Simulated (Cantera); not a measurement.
Charge: 1 mol SiCl4, 0.04 mol CH4, 250 mol H2, at 2225 K and 13300 Pa.

Method: chemical equilibrium by Gibbs-energy minimisation in Cantera with the NASA 1993 tables (ideal gas, pure condensed phases). Candidate condensed phases: C, C6H6, C7H8, C8H18, Si, SiC; 109 gas species. The tables' values for SiCl are old estimates; treat these amounts as uncertain. Gases not in the tables: Si2H6 and higher silanes. The numbers say what is thermodynamically allowed, not how fast it happens.

Problem. What is the equilibrium state?

Solution. 
```json
{
 "x(H2)": "0.964",
 "x(H)": "0.0174",
 "x(HCl)": "0.0147",
 "x(Si)": "0.00256",
 "x(SiH)": "0.000387",
 "x(SiCl2)": "0.000308",
 "x(SiH2)": "0.000235",
 "x(Cl)": "0.000193",
 "x(SiCl)": "0.000157",
 "gas_amount": "255.1 mol",
 "log10 activity of Si(l) (absent)": "-0.14",
 "log10 activity of C(graphite) (absent)": "-1.02"
}
```
